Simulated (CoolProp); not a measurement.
Vapour-liquid equilibrium of n-octane (1) + ethylbenzene (2) at 39.4 kPa; x and y are mole fractions of (1).

The numbers come from the multi-fluid Helmholtz-energy mixture model, Beckmüller 2019 and Zhou 2012; pair parameters Bell 2016 in CoolProp.

Question: Give the bubble temperature and the first vapour's composition at x = 0.05, 0.25, 0.55. Is there an azeotrope?

Answer: x = 0.05: 103.1 °C, y = 0.082; x = 0.25: 99.8 °C, y = 0.339; x = 0.55: 96.8 °C, y = 0.617. No azeotrope shows between x = 0.05 and 0.95.

Pair parameters are fitted to limited data, so mixtures are less certain than the pure fluids.
